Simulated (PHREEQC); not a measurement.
Solution (25 °C): 4.1 mmol/kgw NH4HF2, 0.14 mmol/kgw H2SiF6, 170 mmol/kgw H3PO4 and 8.1 mmol/kgw HCl. Closed to the air; pH follows from the charge balance.

All values are PHREEQC results (ion-association model, phreeqc.dat), not measurements.

```json
[
 {"quantity": "pH", "before": "1.48", "after": "1.58"},
 {"quantity": "ionic strength (mol/kgw)", "before": "0.0425", "after": "0.0349"},
 {"quantity": "H3PO4 (mol/kgw)", "before": "0.136", "after": "0.143"},
 {"quantity": "H2PO4- (mol/kgw)", "before": "0.0338", "after": "0.0267"},
 {"quantity": "HF (mol/kgw)", "before": "0.00800", "after": "0.00892"},
 {"quantity": "F- (mol/kgw)", "before": "0.000199", "after": "0.000104"},
 {"quantity": "SI of Quartz (SiO2)", "before": "-1.73", "after": "-0.50"}
]
```

### Question
Which change was made?
A. temperature from 25 to 5 °C
B. H2SiF6 from 0.00014 to 1.4e-05 mol/kgw
C. temperature from 25 to 75 °C
D. diluted 2-fold with water

### Answer
C, temperature from 25 to 75 °C

This is a speciation only: nothing precipitates in the calculation. At this temperature some constants are extrapolated from 25 °C, and those without enthalpy data are left unchanged. SiF6-2 is the database's only silicon fluoride.
